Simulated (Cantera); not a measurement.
A perfectly stirred reactor is fed with H2 : O2 : N2 = 0.56 : 1 : 1.8 (molar parts), equivalence ratio 0.28, at 11000 Pa; it is held at 848 K, and followed from long to short residence time.

Detailed kinetics in Cantera: the H2/O2 subset of GRI-Mech 3.0, which has no nitrogen chemistry. Radical loss at walls, strong at low pressure, is not modelled. Below about 950 K walls govern HO2 and H2O2 in real vessels. The temperature is held fixed by assumption; the heat of reaction is taken as removed at once.

Q: What does this change do: N2 1.8 to 5.5 parts?

A: 
```
quantity                before    after
---------------------  -------  -------
x(H2) at τ = 26.0 s     0.0260  0.00244
x(O2) at τ = 26.0 s      0.244    0.107
x(H2O) at τ = 26.0 s     0.153   0.0800
x(O) at τ = 26.0 s     3.50e-7  1.60e-6
x(H) at τ = 26.0 s     3.49e-7  5.47e-7
x(H2) at τ = 0.430 s    0.0269  0.00636
x(O2) at τ = 0.430 s     0.244    0.109
x(H2O) at τ = 0.430 s    0.152   0.0759
x(O) at τ = 0.430 s    1.80e-5  3.76e-5
x(H) at τ = 0.430 s    1.97e-5  3.14e-5
```

Q: What does this change do: pressure from 11000 Pa to 83000 Pa?

A: 
```
quantity                before     after
---------------------  -------  --------
x(H2) at τ = 26.0 s     0.0260    0.0580
x(O2) at τ = 26.0 s      0.244     0.256
x(H2O) at τ = 26.0 s     0.153     0.118
x(O) at τ = 26.0 s     3.50e-7   5.06e-9
x(H) at τ = 26.0 s     3.49e-7   8.77e-9
x(H2) at τ = 0.430 s    0.0269     0.167
x(O2) at τ = 0.430 s     0.244     0.298
x(H2O) at τ = 0.430 s    0.152   8.24e-5
x(O) at τ = 0.430 s    1.80e-5  2.46e-10
x(H) at τ = 0.430 s    1.97e-5  9.02e-10
```
